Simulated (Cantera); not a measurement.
# Low-pressure radical oxidation in H2/O2

A perfectly stirred reactor is fed with 14.5 % H2, 85.5 % O2, equivalence ratio 0.085, at 2670 Pa; it is held at 1300 K, and followed from long to short residence time.

Computed with Cantera and the H2/O2 subset of GRI-Mech 3.0, which has no nitrogen chemistry. Radical loss at walls, strong at low pressure, is not modelled. The temperature is held fixed by assumption; the heat of reaction is taken as removed at once.

| τ (s) | x H2 | x O2 | x H | x H2O2 | x OH | x HO2 |
|---|---|---|---|---|---|---|
| 19 | 3.67e-5 | 0.843 | 7.57e-6 | 6.34e-8 | 0.000707 | 7.50e-7 |
| 6.2 | 7.65e-5 | 0.842 | 2.34e-5 | 9.64e-8 | 0.00103 | 1.38e-6 |
| 2.0 | 0.000160 | 0.842 | 7.31e-5 | 1.42e-7 | 0.00150 | 2.42e-6 |
| 0.63 | 0.000334 | 0.840 | 0.000231 | 2.04e-7 | 0.00221 | 4.01e-6 |
| 0.20 | 0.000688 | 0.837 | 0.000716 | 2.79e-7 | 0.00322 | 6.05e-6 |
| 0.064 | 0.00138 | 0.831 | 0.00213 | 3.59e-7 | 0.00464 | 8.29e-6 |
| 0.021 | 0.00265 | 0.820 | 0.00581 | 4.26e-7 | 0.00647 | 1.02e-5 |
| 0.0066 | 0.00490 | 0.803 | 0.0141 | 4.66e-7 | 0.00867 | 1.14e-5 |
| 0.0021 | 0.00856 | 0.784 | 0.0258 | 4.88e-7 | 0.0107 | 1.16e-5 |
x: mole fraction; the columns are a selection and need not sum to one.
